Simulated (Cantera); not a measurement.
## Moist CO burnout

An isothermal, constant-pressure homogeneous reactor starts with CO : O₂ : H₂O : N₂ = 0.0029 : 0.0054 : 0.00067 : 1 (molar parts), equivalence ratio 0.27, at 1375 K and 2.10 bar.

Computed with Cantera and GRI-Mech 3.0 (53 species, 325 reactions).

| t (s) | x CO | x O₂ | x H₂O | x NO₂ | x H₂ | x CO₂ | x N₂O |
|---|---|---|---|---|---|---|---|
| 7.00e-6 | 0.00287 | 0.00535 | 0.000664 | <1e-12 | <1e-12 | 1.25e-10 | <1e-12 |
| 1.88e-5 | 0.00287 | 0.00535 | 0.000664 | <1e-12 | <1e-12 | 3.37e-10 | <1e-12 |
| 5.06e-5 | 0.00287 | 0.00535 | 0.000664 | <1e-12 | <1e-12 | 9.17e-10 | <1e-12 |
| 0.000136 | 0.00287 | 0.00535 | 0.000664 | <1e-12 | 1.56e-12 | 2.60e-9 | <1e-12 |
| 0.000366 | 0.00287 | 0.00535 | 0.000664 | <1e-12 | 3.19e-11 | 9.08e-9 | 4.79e-12 |
| 0.000984 | 0.00287 | 0.00535 | 0.000664 | <1e-12 | 8.00e-10 | 7.42e-8 | 5.81e-11 |
| 0.00265 | 0.00287 | 0.00534 | 0.000663 | <1e-12 | 1.52e-7 | 9.06e-6 | 7.40e-9 |
| 0.00711 | 0.00146 | 0.00458 | 0.000620 | 7.16e-10 | 1.23e-5 | 0.00142 | 1.14e-6 |
| 0.0191 | 0.000289 | 0.00405 | 0.000652 | 4.47e-9 | 3.04e-6 | 0.00259 | 1.75e-6 |
| 0.0514 | 4.28e-5 | 0.00394 | 0.000661 | 1.09e-8 | 5.01e-7 | 0.00284 | 1.73e-6 |
| 0.138 | 4.72e-6 | 0.00392 | 0.000663 | 1.18e-8 | 8.00e-8 | 0.00287 | 9.56e-7 |
| 0.372 | 4.30e-7 | 0.00392 | 0.000664 | 6.04e-9 | 1.54e-8 | 0.00288 | 1.69e-7 |
| 1.00 | 5.33e-8 | 0.00392 | 0.000665 | 2.34e-9 | 4.00e-9 | 0.00288 | 2.02e-8 |
x: mole fraction; the columns are a selection and need not sum to one.

Equilibrium at this temperature and pressure: CO 2.03e-8, O₂ 0.00387, H₂O 0.000665, NO₂ 1.53e-7, H₂ 2.27e-9, CO₂ 0.00288, N₂O 1.00e-8 (gas phase only).
